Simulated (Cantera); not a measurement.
Input: 1 mol BN, 0.1 mol N₂, held at 2002 °C and 0.133 bar.

Cantera equilibrium calculation (NASA polynomials, part measured and part estimated; ideal gas, pure solids and liquids). Candidate condensed phases: B, BN; 5 gas species. Equilibrium is a limit: real reactors are often held back by kinetics, nucleation or transport.

Q: What is the equilibrium state?

A: 
| Property | Result |
|---|---|
| x(N₂) | 1.000 |
| x(B) | 9.99e-6 |
| x(BN) | 2.12e-6 |
| n(BN(s)) | 1.000 mol |
| gas amount | 0.1000 mol |
| log10 activity of B(s) (absent) | -0.74 |
